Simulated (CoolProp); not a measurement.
Vapour-liquid equilibrium of R143a (1) + propane (2) at 339 kPa; x and y are mole fractions of (1).

Values from CoolProp's multi-fluid Helmholtz-energy mixture model, Lemmon and Jacobsen 2000 and Lemmon 2009; pair parameters Bell 2016.

| x | bubble temperature (K) | y at the bubble point | dew temperature at overall composition x (K) | liquid density (mol/L) |
|---|---|---|---|---|
| 0.05 | 258.1 | 0.170 | 261.3 | 12.38 |
| 0.2 | 251.8 | 0.398 | 257.3 | 12.46 |
| 0.35 | 249.8 | 0.488 | 253.1 | 12.48 |
| 0.5 | 249.1 | 0.547 | 249.6 | 12.52 |
| 0.65 | 249.1 | 0.610 | 249.4 | 12.61 |
| 0.8 | 250.1 | 0.707 | 251.6 | 12.74 |
| 0.95 | 253.2 | 0.896 | 254.2 | 12.86 |

y crosses x between x = 0.5 and 0.65: the model has an azeotrope there.

Pair parameters are fitted to limited data, so mixtures are less certain than the pure fluids.
